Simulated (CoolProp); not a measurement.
The fluid at 444.16 K and 1.72 MPa flows at 0.14 m/s in a round tube of 2 mm bore and 0.25 µm roughness, fully developed (64/Re and Nu = 3.66 if laminar; Colebrook and Gnielinski if turbulent). The same conditions are run with several fluids, on thermodynamics alone (safety and materials aside).

Computed with CoolProp (reference Helmholtz-energy equation of state of each fluid (n-butane: Bücker 2006; methane: Setzmann 1991; sulfur hexafluoride: Guder 2009; R134a: Tillner-Roth 1994; propylene: Lemmon 2013)).

**Question.** Rank n-butane, methane, sulfur hexafluoride, R134a, propylene by Reynolds number, highest first.

**Answer.** sulfur hexafluoride (897), R134a (807), n-butane (772), propylene (446), methane (134)

```csv
fluid,Darcy friction factor,pressure drop (Pa/m),heat-transfer coefficient (W/(m² K)),mass flow (kg/h)
n-butane,0.0829,12.9,66.7,0.0502
methane,0.478,17.6,107,0.0119
sulfur hexafluoride,0.0713,24.9,46.5,0.113
R134a,0.0793,20.1,46.9,0.0820
propylene,0.144,14.8,68.6,0.0334
```

Transport values come from each fluid's own correlations; those of R134a, propylene are estimates that may be off by 10 % or more.
